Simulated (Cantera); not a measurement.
Feed: 1 mol Ta2O5, 1.8 mol H2, at 750 Torr.

Equilibrium computed with Cantera from the NASA thermochemical tables; the gas is ideal and each condensed phase is pure. Candidate condensed phases: H2O, Ta, Ta2O5; 12 gas species. Mutual solubility and eutectic melting of coexisting phases are not modelled. Condensed phases not in the tables: N, O or C dissolved in the metal. Kinetics and transport are ignored.

x: gas mole fraction; n: condensed amount in mol.

```tsv
T (°C)	x H2	x H2O	x H	x TaO2	x OH	n Ta2O5(s)	n Ta(s)
1025	1.000	1.41e-5	1.07e-6	<1e-12	<1e-12	1.000	0
1075	1.000	2.39e-5	2.31e-6	<1e-12	<1e-12	1.000	0
1125	1.000	3.88e-5	4.73e-6	<1e-12	?	1.000	0
1175	1.000	6.08e-5	9.22e-6	1.52e-12	?	1.000	0
1225	1.000	9.25e-5	1.72e-5	7.84e-12	?	1.000	0
1275	1.000	0.000137	3.08e-5	3.63e-11	?	1.000	0
1325	1.000	0.000197	5.32e-5	1.52e-10	?	1.000	0
1375	1.000	0.000276	8.90e-5	5.84e-10	?	1.000	0
1425	0.999	0.000380	0.000145	2.06e-9	?	1.000	0.000274
1475	0.999	0.000513	0.000228	6.77e-9	?	1.000	0.000370
1525	0.999	0.000680	0.000352	2.07e-8	?	1.000	0.000490
1575	0.999	0.000888	0.000530	5.95e-8	?	1.000	0.000639
1625	0.998	0.00114	0.000781	1.61e-7	?	1.000	0.000822
1675	0.997	0.00145	0.00113	4.15e-7	?	0.999	0.00104
```

Some entries are withheld; supply them.


- 1125, x OH: 3.62e-12
- 1175, x OH: 1.33e-11
- 1225, x OH: 4.51e-11
- 1275, x OH: 1.40e-10
- 1325, x OH: 4.07e-10
- 1375, x OH: 1.11e-9
- 1425, x OH: 2.83e-9
- 1475, x OH: 6.84e-9
- 1525, x OH: 1.58e-8
- 1575, x OH: 3.46e-8
- 1625, x OH: 7.30e-8
- 1675, x OH: 1.48e-7
